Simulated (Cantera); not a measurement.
A perfectly stirred reactor is fed with NO : N2 = 1 : 16 (molar parts), at 1.10 bar; it is held at 1775 K, and followed from long to short residence time.

Computed with Cantera and GRI-Mech 3.0 (53 species, 325 reactions).

One state of this run: x NO = 0.0555; x NO2 = 1.58e-5; x O = 4.41e-6; x N2O = 1.32e-6; x O2 = 0.00162; x N2 = 0.943. x: mole fraction; the columns are a selection and need not sum to one.

Q: Which value of τ (s) does it belong to?
A) 0.041
B) 2.2
C) 0.00076
D) 0.0056

A: B, 2.2
